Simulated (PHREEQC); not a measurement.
Make-up at 25 °C: 0.00194 mol/kgw HCl, 0.0166 mol/kgw FeCl3 and 9.8e-05 mol/kgw MnSO4. Closed to the air; pH follows from the charge balance.

All values are PHREEQC results (ion-association model, phreeqc.dat), not measurements.

Precipitation was switched off in this run.

Estimate the pH.

pH 2.15.

In which forms is Mn present?

Mn+2 92 %, MnCl+ 7.4 % of the Mn.

Examples of supersaturated solids here: Hematite (slow to form), Goethite (slow to form). Others may be too.
